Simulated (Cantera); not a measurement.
## Gas activation for diamond growth

An isothermal, constant-pressure homogeneous reactor starts with CH4 : H2 : CO2 = 0.0029 : 1 : 0.0073 (molar parts), at 2225 K and 10.00 Torr.

Model: GRI-Mech 3.0 (53 species, 325 reactions), integrated in Cantera. Radical loss at walls, strong at low pressure, is not modelled.

```
t (s)        x CH4   x H2     x CO2      x OH       x H
--------  --------  -----  --------  --------  --------
3.00e-6    0.00287  0.990   0.00723  2.13e-10   9.71e-7
8.88e-6    0.00287  0.990   0.00723  8.61e-10   3.17e-6
2.63e-5    0.00287  0.990   0.00723   3.23e-9   1.11e-5
7.77e-5    0.00286  0.990   0.00723   1.15e-8   3.84e-5
0.000230   0.00286  0.990   0.00722   3.66e-8  0.000121
0.000681   0.00285  0.990   0.00719   1.12e-7  0.000367
0.00201    0.00281  0.989   0.00696   3.58e-7   0.00109
0.00596    0.00269  0.985   0.00524   1.61e-6   0.00316
0.0176     0.00227  0.975  0.000494   8.79e-6   0.00870
0.0522    0.000920  0.966   9.80e-6   1.87e-5    0.0179
0.154     0.000168  0.959   9.68e-6   2.45e-5    0.0254
0.457      5.75e-5  0.951   9.09e-6   2.69e-5    0.0340
1.35       1.83e-6  0.940   8.18e-6   2.95e-5    0.0455
4.00      4.12e-12  0.932   8.15e-6   3.48e-5    0.0539
```
x: mole fraction; the columns are a selection and need not sum to one.

Equilibrium at this temperature and pressure: CH4 4.34e-12, H2 0.931, CO2 8.15e-6, OH 3.53e-5, H 0.0546 (gas phase only).
